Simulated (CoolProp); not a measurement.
The fluid at 201.39 K and 6.52 MPa is throttled through a valve to 3.7 MPa with no heat exchange. The same conditions are run with several fluids, on thermodynamics alone (safety and materials aside).

Model: reference Helmholtz-energy equation of state of each fluid (C2F6 (R116): Lemmon 2006; cyclopentane: Gedanitz 2015; CH3F (R41): Lemmon 2006; R123: Younglove 1994; CH2F2 (R32): Tillner-Roth 1997), in CoolProp.

| fluid | temperature change (K) | final density (kg/m³) |
|---|---|---|
| C2F6 (R116) | … | … |
| cyclopentane | +1.8 | … |
| CH3F (R41) | +0.8 | 871 |
| R123 | +1.3 | 1690 |
| CH2F2 (R32) | +0.8 | … |

What belongs in the gaps?


- C2F6 (R116), temperature change (K): +0.9
- C2F6 (R116), final density (kg/m³): 1590
- cyclopentane, final density (kg/m³): 830
- CH2F2 (R32), final density (kg/m³): 1270
